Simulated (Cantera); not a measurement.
Cantera run, input and output.

```python
import numpy as np
import cantera as ct

gas = ct.Solution("gri30.yaml")


def delay(T, t_max=10):
    gas.TPX = T, 1600000, {'CO': 1, 'H2': 0.24, 'O2': 0.62, 'N2': 2.98}
    reactor = ct.IdealGasConstPressureReactor(gas, clone=False)
    net = ct.ReactorNet([reactor])
    net.rtol, net.atol = 1e-8, 1e-16
    while net.time < t_max:
        t_old, T_old = net.time, reactor.T
        net.step()
        if reactor.T > T + 400:  # ignition: a rise of 400 K
            return t_old + (T + 400 - T_old) / (reactor.T - T_old) * (net.time - t_old)
    return np.nan


taus = []
for T in [1248, 1323, 1398, 1473, 1548, 1623, 1698, 1773]:
    taus.append(delay(T))
    print(f"T0 = {T:6g} K   tau = {taus[-1]:.4e} s")
```

Output:

```
T0 =   1248 K   tau = 2.2441e-05 s
T0 =   1323 K   tau = 7.6941e-06 s
T0 =   1398 K   tau = 4.0976e-06 s
T0 =   1473 K   tau = 2.7514e-06 s
T0 =   1548 K   tau = 2.0914e-06 s
T0 =   1623 K   tau = 1.7159e-06 s
T0 =   1698 K   tau = 1.4829e-06 s
T0 =   1773 K   tau = 1.3310e-06 s
```

Detailed kinetics in Cantera: GRI-Mech 3.0 (53 species, 325 reactions). The hydrogen kinetics of GRI-Mech 3.0 are dated; newer H2 mechanisms differ, most at raised pressure. The pressure lies above the range GRI-Mech 3.0 was tuned for (to about 10 atm). Where the delays flatten at high temperature, the 400 K rule measures the pace of heat release, not the induction time.
